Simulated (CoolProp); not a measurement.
R141b at several states: fugacity coefficient from the reference equation and from simpler models built on Tc = 477.5 K, pc = 4212 kPa, ω = 0.220; each cubic takes its own stable root.

Values from CoolProp's reference Helmholtz-energy equation of state, Lemmon 2006. It is a short technical equation, of lower accuracy than the large ones.

| T (K) | p (kPa) | phase | reference |
|---|---|---|---|
| 191.1 | 8190 | liquid | 1.671e-5 |
| 242.1 | 866 | liquid | 0.006537 |
| 251 | 8200 | liquid | 0.001574 |
| 205.8 | 30.4 | liquid | 0.01242 |

Q: How far does each simpler model (van der Waals, Redlich-Kwong, Peng-Robinson) lie from the reference over these 4 states: mean and median of the absolute difference, and the worst?

A: 
- van der Waals: mean 10905.3 %, median 5014.0 %, worst +31605.6 % at 191.1 K and 8190 kPa
- Redlich-Kwong: mean 136.4 %, median 129.5 %, worst +177.5 % at 191.1 K and 8190 kPa
- Peng-Robinson: mean 17.3 %, median 15.5 %, worst +32.5 % at 191.1 K and 8190 kPa

At some of these states van der Waals gives the other phase, because its saturation line lies elsewhere.
